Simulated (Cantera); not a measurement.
Feed: 1 mol V2O5, 930 mol H2, 1.5 mol H2O, equilibrated at 1250 K and 1.33 mbar.

These are equilibrium values from Cantera (NASA tables, ideal gas, pure condensed phases), not measurements of a reactor. Candidate condensed phases: H2O, V, VO, V2O3, V2O4, V2O5; 12 gas species. Condensed phases not in the tables: the oxides between V2O3 and V2O5 other than VO2. Kinetics and transport are ignored.

Base state: H2 0.996, H2O 0.00376, H 1.32e-5 (mole fractions); condensed: V2O3(s).

**Question.** What changes in the equilibrium state with this change: temperature from 1250 K to 1898.15 K?

**Answer.** 
```csv
species,before,after
H2,0.996,0.974
H,1.32e-5,0.0211
H2O,0.00376,0.00438
VO2,<1e-9,0.000405
VO,<1e-9,0.000275
V,<1e-9,1.52e-5
"V2O3(s), mol",1.00,0
"VO(s), mol",0,1.34
```
VO: taken at fixed stoichiometry.

**Question.** What changes in the equilibrium state with this change: temperature from 1250 K to 2150 K?

**Answer.** 
```csv
species,before,after
H2,0.996,0.885
H,1.32e-5,0.109
H2O,0.00376,0.00394
VO,<1e-9,0.00111
VO2,<1e-9,0.000733
V,<1e-9,0.000185
"V2O3(s), mol",1.00,0
```
